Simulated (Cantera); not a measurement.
A closed system holds: 1 mol Si3N4, 0.022 mol H2, equilibrated at 1898 K and 0.0100 bar.

Cantera equilibrium calculation (NASA polynomials, part measured and part estimated; ideal gas, pure solids and liquids). Candidate condensed phases: Si, Si3N4; 18 gas species. The tables' values for SiN are old estimates; treat these amounts as uncertain. Kinetics and transport are ignored.

Base state: N2 0.987, H2 0.0105, Si 0.00123, H 0.000799, Si2N 5.96e-5, SiN 4.11e-5, SiH 1.10e-5 (mole fractions); condensed: Si(l).

Task: What changes in the equilibrium state with this change: 0.012 mol Cl2 added?

Result: 
| species | before | after |
|---|---|---|
| N2 | 0.987 | 0.981 |
| H2 | 0.0105 | 0.00866 |
| SiCl2 | 0 | 0.00389 |
| HCl | 0 | 0.00353 |
| SiCl | 0 | 0.000232 |
| Cl | 0 | 0.000223 |
| H | 0.000799 | 0.000728 |
| SiH | 1.10e-5 | 9.98e-6 |
| SiN | 4.11e-5 | 4.10e-5 |
| Si(l), mol | 3.00 | 2.99 |
The tables' values for SiCl, SiN are old estimates; treat these amounts as uncertain. Further candidate phases: NH4Cl.

Task: What changes in the equilibrium state with this change: temperature from 1898 K to 2950 K?

Result: 
```tsv
species	before	after
Si	0.00123	0.590
N2	0.987	0.397
H	0.000799	0.00862
H2	0.0105	4.07e-5
N	1.90e-9	6.32e-5
Si2	9.82e-6	0.00198
SiN	4.11e-5	0.00212
Si3	2.22e-6	2.12e-5
SiH	1.10e-5	5.55e-5
Si(l), mol	3.00	0
```
